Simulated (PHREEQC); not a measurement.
Model water analysis in mmol/kgw, 35 °C, pH 6.31, pe 1.1:

```
constituent           mmol/kgw
--------------------  --------
Na                          71
K                          4.8
Ca                        20.1
Mg                        4.19
Cl                         126
S(6)                      4.14
Alkalinity (meq/kgw)     0.277
Zn                      0.0381
```

Cl is adjusted to close the charge balance.
Valence states are taken as typed.

All values are PHREEQC results (ion-association model, phreeqc.dat), not measurements.

Problem. The ionic strength comes out as 0.147 mol/kgw. What activity coefficients do CaHCO3+, HCO3-, Mg+2, SO4-2, Na+ get?

Solution. CaHCO3+ 0.77, HCO3- 0.76, Mg+2 0.36, SO4-2 0.32, Na+ 0.76.

This is a speciation only: nothing precipitates in the calculation.
